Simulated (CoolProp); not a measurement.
A simple Rankine cycle with n-perfluorobutane: condensing at 291.15 K, boiler at 1.65 MPa, turbine inlet 384.7 K, turbine efficiency 0.65, pump efficiency 0.6, no recuperator. Each further row changes one setting.

Computed with CoolProp (reference Helmholtz-energy equation of state, Gao 2022).

```json
[
 {"case": "as stated", "thermal efficiency (%)": "8.1", "net work (kJ/kg)": "13.0", "heat in (kJ/kg)": "161", "turbine exit temperature (K)": "354.2", "volume ratio over the turbine": "9.99"},
 {"case": "turbine inlet 404.7 K", "thermal efficiency (%)": "7.9", "net work (kJ/kg)": "14.4", "heat in (kJ/kg)": "183", "turbine exit temperature (K)": "376.1", "volume ratio over the turbine": "9.16"},
 {"case": "condensing temperature 283.15 K", "thermal efficiency (%)": "8.9", "net work (kJ/kg)": "15.1", "heat in (kJ/kg)": "170", "turbine exit temperature (K)": "351.4", "volume ratio over the turbine": "13.3"},
 {"case": "boiler pressure 1.15 MPa", "thermal efficiency (%)": "7.0", "net work (kJ/kg)": "11.8", "heat in (kJ/kg)": "167", "turbine exit temperature (K)": "362.8", "volume ratio over the turbine": "6.09"},
 {"case": "turbine efficiency 0.55", "thermal efficiency (%)": "6.7", "net work (kJ/kg)": "10.8", "heat in (kJ/kg)": "161", "turbine exit temperature (K)": "356.6", "volume ratio over the turbine": "10.1"}
]
```
